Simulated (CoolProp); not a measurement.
The numbers come from the reference Helmholtz-energy equation of state, Platzer 1990 in CoolProp. This equation is an older, rougher fit; its heat capacities, sound speeds and derivatives of the liquid may be far off and weren't checked against measurements.

Task: Give the vapour pressure (kPa), vapour density (kg/m³), enthalpy of vaporisation (kJ/kg), surface tension (mN/m) of saturated R114 at 9.15, 13.45 °C.

Result: 
```
T (°C)  p (kPa)  vapour density (kg/m³)  enthalpy of vaporisation (kJ/kg)  surface tension (mN/m)
------  -------  ----------------------  --------------------------------  ----------------------
9.15        125                    9.51                               134                    12.8
13.45       145                    11.0                               132                    12.3
```

Surface tension comes from a separate correlation (Mulero 2012).
